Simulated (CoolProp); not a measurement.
Vapour-liquid equilibrium of R124 (1) + R142b (2) at 338.2 K; x and y are mole fractions of (1).

Values from CoolProp's multi-fluid Helmholtz-energy mixture model, de Vries 1995 and Lemmon 2006; pair parameters Bell 2016.

```tsv
x	bubble pressure (kPa)	y at the bubble point	dew pressure at overall composition x (kPa)	liquid density (mol/L)
0.05	992.9	0.054	992.5	9.885
0.15	1003	0.160	1002	9.769
0.25	1013	0.264	1012	9.654
0.35	1023	[?]	[?]	9.540
0.45	1035	0.471	1032	9.427
0.55	1047	0.572	1044	9.314
0.65	1061	0.673	1057	9.201
0.75	1076	0.771	1073	9.086
0.85	1094	0.866	1091	8.970
0.95	1114	0.957	[?]	8.851
```

Task: What belongs in the gaps?

Result: 
- 0.35, y at the bubble point: 0.368
- 0.35, dew pressure at overall composition x (kPa): 1022
- 0.95, dew pressure at overall composition x (kPa): 1112

No azeotrope shows between x = 0.05 and 0.95.

The pair parameters rest on a limited set of measurements; away from them the model extrapolates.
